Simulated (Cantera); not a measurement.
Cantera with NASA thermochemical tables; ideal gases at 1 bar, condensed phases pure. Values are per mole of reaction as written; species without (g) are pure solids or liquids, kept so even where they would boil at 1 bar. TaC: taken at fixed stoichiometry.

TaO2(g) + 3 C → TaC + 2 CO(g), with ΔH° = -164.3 kJ and ΔS° = 140.4 J/K at 300 K.

Task: How far is the shortcut ΔG° ≈ ΔH°(300 K) − T·ΔS°(300 K) from the full temperature-dependent value at 1723, 1923, 2123, 2323, 2523 K?

Result: 
```tsv
T (K)	shortcut (kJ)	full (kJ)	difference (kJ)	difference in log10 K
1723	-406.1	-419.3	13.2	-0.40
1923	-434.2	-449.1	14.9	-0.40
2123	-462.3	-478.8	16.5	-0.41
2323	-490.4	-508.5	18.2	-0.41
2523	-518.4	-538.2	19.8	-0.41
```
The shortcut ignores the heat-capacity change of the reaction.
